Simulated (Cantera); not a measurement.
An isothermal, constant-pressure homogeneous reactor starts with H2 : O2 = 0.044 : 1 (molar parts), equivalence ratio 0.022, at 925 K and 0.00711 atm.

Model: GRI-Mech 3.0 (53 species, 325 reactions), integrated in Cantera. Radical loss at walls, strong at low pressure, is not modelled. Below about 950 K walls govern HO2 and H2O2 in real vessels. The temperature is held fixed by assumption; the heat of reaction is taken as removed at once.

x: mole fraction; the columns are a selection and need not sum to one.

```csv
t (s),x H2,x O2,x H,x H2O,x HO2,x O
0.000500,0.0421,0.958,9.00e-12,2.52e-12,1.16e-11,4.92e-12
0.00230,0.0421,0.958,8.27e-11,1.46e-10,5.54e-11,1.14e-10
0.0106,0.0421,0.958,___,6.50e-7,1.01e-8,3.89e-7
0.0486,0.000838,0.944,___,0.0389,4.47e-6,0.00997
0.224,5.42e-5,0.956,___,0.0428,1.87e-6,0.000946
1.03,2.45e-6,0.957,___,0.0430,3.39e-7,4.73e-5
4.73,1.26e-7,0.957,___,0.0430,3.96e-8,3.14e-6
21.7,1.10e-8,0.957,6.50e-10,0.0431,5.28e-9,3.49e-7
100,1.52e-9,0.957,3.97e-11,0.0431,8.93e-10,5.42e-8
```

### Question
Fill in the missing entries.

### Answer

- 0.0106, x H: 2.51e-7
- 0.0486, x H: 0.00483
- 0.224, x H: 9.39e-5
- 1.03, x H: 1.01e-6
- 4.73, x H: 1.76e-8
